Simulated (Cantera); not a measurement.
An adiabatic, constant-volume homogeneous reactor starts with CH4 : O2 : N2 = 1 : 2.47 : 9.28 (molar parts), at 1025 K and 5.82 atm. Integrator tolerance rtol = 1e-08.

Computed with Cantera and GRI-Mech 3.0 (53 species, 325 reactions).

Problem. What does this change do: CH4 1 to 1.7 parts?

Solution. 
```csv
quantity,before,after
time of steepest temperature rise,88.4 ms,0.113 s
temperature at 0.400 s,2767 K,2860 K
equilibrium temperature,2767 K,2860 K
x(CH4) at 0.400 s,<1e-12 (gas-phase equilibrium <1e-12),1.76e-11 (gas-phase equilibrium 2.02e-11)
x(O2) at 0.400 s,0.0337 (gas-phase equilibrium 0.0337),0.000492 (gas-phase equilibrium 0.000492)
x(CO2) at 0.400 s,0.0656 (gas-phase equilibrium 0.0656),0.0380 (gas-phase equilibrium 0.0380)
x(C2H2) at 0.400 s,<1e-12 (gas-phase equilibrium <1e-12),<1e-12 (gas-phase equilibrium <1e-12)
x(O) at 0.400 s,0.00219 (gas-phase equilibrium 0.00219),0.000362 (gas-phase equilibrium 0.000362)
```

Problem. What does this change do: CH4 1 to 1.6 parts?

Solution. 
```json
[
 {"quantity": "time of steepest temperature rise", "before": "88.4 ms", "after": "0.109 s"},
 {"quantity": "temperature at 0.400 s", "before": "2767 K", "after": "2895 K"},
 {"quantity": "equilibrium temperature", "before": "2767 K", "after": "2895 K"},
 {"quantity": "x(CH4) at 0.400 s", "before": "<1e-12 (gas-phase equilibrium <1e-12)", "after": "6.10e-12 (gas-phase equilibrium 7.08e-12)"},
 {"quantity": "x(O2) at 0.400 s", "before": "0.0337 (gas-phase equilibrium 0.0337)", "after": "0.00111 (gas-phase equilibrium 0.00111)"},
 {"quantity": "x(CO2) at 0.400 s", "before": "0.0656 (gas-phase equilibrium 0.0656)", "after": "0.0432 (gas-phase equilibrium 0.0432)"},
 {"quantity": "x(C2H2) at 0.400 s", "before": "<1e-12 (gas-phase equilibrium <1e-12)", "after": "<1e-12 (gas-phase equilibrium <1e-12)"},
 {"quantity": "x(O) at 0.400 s", "before": "0.00219 (gas-phase equilibrium 0.00219)", "after": "0.000620 (gas-phase equilibrium 0.000620)"}
]
```
